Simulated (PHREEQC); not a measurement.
Consider water at 20 °C with 2.3 mmol/kgw HBr, 2.1 mmol/kgw MgCl2 and 0.48 mmol/kgw MnSO4. Closed to the air; pH follows from the charge balance.

The numbers come from PHREEQC with the Pitzer model, pitzer.dat.

Each row changes one thing in this solution. No solid was allowed to form.

| case | pH | SO4-2 (mol/kgw) | HSO4- (mol/kgw) | SI of Epsomite (MgSO4:7H2O) | SI of Hexahydrite (MgSO4:6H2O) |
|---|---|---|---|---|---|
| as made | 2.69 | 0.000432 | 4.80e-5 | -4.57 | -4.90 |
| diluted 5-fold with water | 3.36 | (withheld) | 2.80e-6 | -5.71 | -6.04 |
| HBr from 0.0023 to 0.00023 mol/kgw | (withheld) | 0.000474 | (withheld) | -4.49 | -4.82 |
| MnSO4 from 0.00048 to 0.00072 mol/kgw | (withheld) | 0.000650 | 7.00e-5 | -4.41 | -4.74 |
| temperature from 20 to 25 °C | 2.69 | 0.000426 | 5.38e-5 | -4.61 | (withheld) |

Some entries are withheld; supply them.


- diluted 5-fold with water, SO4-2 (mol/kgw): 9.32e-5
- HBr from 0.0023 to 0.00023 mol/kgw, pH: 3.69
- HBr from 0.0023 to 0.00023 mol/kgw, HSO4- (mol/kgw): 5.46e-6
- MnSO4 from 0.00048 to 0.00072 mol/kgw, pH: 2.70
- temperature from 20 to 25 °C, SI of Hexahydrite (MgSO4:6H2O): -4.89
